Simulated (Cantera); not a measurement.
A closed system holds: 1 mol SiH₂Cl₂, 0.23 mol N₂.

Equilibrium computed with Cantera from the NASA thermochemical tables; the gas is ideal and each condensed phase is pure. Candidate condensed phases: NH₄Cl, Si, Si₃N₄; 28 gas species. N₂ is the only nitrogen source here; it is nearly inert below about 1500 K, so the nitride shown seldom forms there in practice. Mutual solubility and eutectic melting of coexisting phases are not modelled. The tables' values for SiCl₃ are old estimates. Equilibrium is a limit: real reactors are often held back by kinetics, nucleation or transport.

Stable condensed phases, one row left out:

```
T in °C \ P in Pa
              5     21     85    350   1400   5900  24000 100000
   1400       A      A      A      A      B      C      C      C
   1325       A      A      A      B      C      C      C      C
   1250       A      A      B      C      C      C      C      B
   1175       A      B      C      C      C      C      B      B
   1100       B      C      C      C      C      B      B      B
   1025       C      C      C      C      B      B      B      B
    950       C      C      B      B      B      B      B      B
    875       C      B      B      B      B      B      B      B
    725       B      B      B      B      B      B      B      B
    650       B      B      B      B      B      B      B      B
```

A: Si; B: Si + Si₃N₄; C: Si₃N₄.

### Question
Give the row for 800 °C.

### Answer
5: Si + Si₃N₄; 21: Si + Si₃N₄; 85: Si + Si₃N₄; 350: Si + Si₃N₄; 1400: Si + Si₃N₄; 5900: Si + Si₃N₄; 24000: Si + Si₃N₄; 100000: Si + Si₃N₄.
